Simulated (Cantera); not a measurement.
Feed: 1 mol TEOS, 3.9 mol CO2, 3.4 mol H2, at 898 K and 0.00133 bar.

These are equilibrium values from Cantera (NASA tables, ideal gas, pure condensed phases), not measurements of a reactor. Candidate condensed phases: C, C6H6, C7H8, C8H18, H2O, Si, SiC, SiO2; 123 gas species. The feed counts by its element totals alone. Rates play no part.

Base state: H2 0.578, CO 0.420, CO2 0.00138, H2O 0.000817, CH4 0.000143 (mole fractions); condensed: C(graphite) + SiO2(β-quartz).

Question: What changes in the equilibrium state with this change: temperature from 898 K to 1800 K?

Answer: 
```csv
species,before,after
H2,0.578,0.526
CO,0.420,0.449
SiO,<1e-9,0.0177
H,2.28e-9,0.00711
Si,<1e-9,0.000153
CO2,0.00138,5.34e-8
"C(graphite), mol",2.15,0
"SiO2(β-quartz), mol",1.00,0
"SiC(s), mol",0,0.548
```

Question: What changes in the equilibrium state with this change: temperature from 898 K to 600 K?

Answer: 
```csv
species,before,after
H2,0.578,0.537
H2O,0.000817,0.226
CO2,0.00138,0.185
CO,0.420,0.0155
CH4,0.000143,0.0363
"C(graphite), mol",2.15,8.11
"SiO2(β-quartz), mol",1.00,0
"SiO2(α-quartz), mol",0,1.00
```
